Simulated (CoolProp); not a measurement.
Properties of dry air along the isobar 101 kPa (Tc = -140.6 °C, pc = 3786 kPa, ω = 0.034).

Values from CoolProp's reference Helmholtz-energy equation of state, Lemmon 2000. It is a pseudo-pure fit of the blend.

```csv
T (°C),phase,cv (kJ/(kg K)),expansivity (1/kK)
-154.65,gas,0.7213,8.762
-134.05,gas,0.7183,7.361
-113.55,gas,0.7170,6.367
-92.95,gas,0.7164,5.613
-72.35,gas,0.7162,5.023
-51.85,gas,0.7161,4.548
-31.25,gas,0.7163,4.155
-10.75,gas,0.7167,3.826
9.85,gas,0.7173,3.545
30.45,gas,0.7181,3.302
50.95,gas,0.7193,3.092
71.55,gas,0.7208,2.906
92.05,gas,0.7226,2.742
112.65,gas,0.7247,2.595
133.25,gas,0.7272,2.463
```
